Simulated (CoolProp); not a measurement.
Properties of carbonyl sulfide at several states (Tc = 378.8 K, pc = 63.69 bar, ω = 0.098).

The numbers come from the reference Helmholtz-energy equation of state, Lemmon 2006 in CoolProp. It is a short technical equation, of lower accuracy than the large ones.

| T (K) | p (bar) | phase | Z | cp (kJ/(kg K)) | cv (kJ/(kg K)) | isothermal compressibility (1/MPa) | expansivity (1/kK) |
|---|---|---|---|---|---|---|---|
| 605.4 | 13 | gas | 0.9861 | 0.8692 | ___ | 0.7800 | 1.745 |
| 577.6 | 373 | supercritical | 0.8752 | 1.243 | 0.7652 | 0.01801 | 2.818 |
| 563.9 | 0.249 | gas | 0.9996 | 0.8401 | 0.7015 | 40.17 | 1.776 |
| 234.8 | 2.15 | liquid | 0.005760 | ___ | 0.7032 | ___ | 1.931 |

Task: What belongs in the gaps?

Result: 
- 605.4, cv (kJ/(kg K)): 0.7189
- 234.8, cp (kJ/(kg K)): 1.196
- 234.8, isothermal compressibility (1/MPa): 0.001547
